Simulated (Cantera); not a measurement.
Input: 1 mol borazine, 0.92 mol H2O, held at 2400 K and 0.140 bar.

Equilibrium computed with Cantera from the NASA thermochemical tables; the gas is ideal and each condensed phase is pure. Candidate condensed phases: B, BN, B2O3, B3O3H3, H2O; 39 gas species. The feed counts by its element totals alone. Mutual solubility and eutectic melting of coexisting phases are not modelled. The tables' values for BH2 are old estimates; treat these amounts as uncertain. Gases not in the tables: B2H6 and higher boranes. Rates play no part.

Base state: H2 0.674, N2 0.135, HBO 0.0867, BO 0.0467, H 0.0349, B2O2 0.0185, BH2 0.00201, B2O 0.00149 (mole fractions); condensed: B(l) + BN(s).

**Question.** What changes in the equilibrium state with this change: temperature from 2400 K to 2375 K?

**Answer.** 
```
species       before     after
----------  --------  --------
H2             0.674     0.708
N2             0.135    0.0983
HBO           0.0867    0.0928
B2O2          0.0185    0.0207
H             0.0349    0.0317
BO            0.0467    0.0441
BN           1.43e-5   9.83e-6
B           0.000228  0.000175
B2O3        0.000280  0.000350
BH           4.70e-5   3.95e-5
HBO2        0.000217  0.000256
B(l), mol      0.494    0.0629
BN(s), mol      1.57      2.00
```
